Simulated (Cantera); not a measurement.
Charge: 1 mol CaCO3, 0.35 mol H2O, at 1252 °C and 10.0 mbar.

Cantera equilibrium calculation (NASA polynomials, part measured and part estimated; ideal gas, pure solids and liquids). Candidate condensed phases: C, C6H6, C7H8, C8H18, Ca, CaCO3, CaO, Ca(OH)2, H2O; 115 gas species. Equilibrium is a limit: real reactors are often held back by kinetics, nucleation or transport.

Question: What is the equilibrium state?

Answer: 
```json
{
 "x(CO2)": "0.738",
 "x(H2O)": "0.259",
 "x(CO)": "0.00171",
 "x(O2)": "0.000934",
 "x(H2)": "0.000222",
 "x(OH)": "0.000127",
 "x(H)": "3.53e-6",
 "x(O)": "1.73e-6",
 "n(CaO(s))": "1.00 mol",
 "gas_amount": "1.351 mol",
 "log10 activity of C(graphite) (absent)": "-10.67",
 "log10 activity of Ca(l) (absent)": "-13.67"
}
```
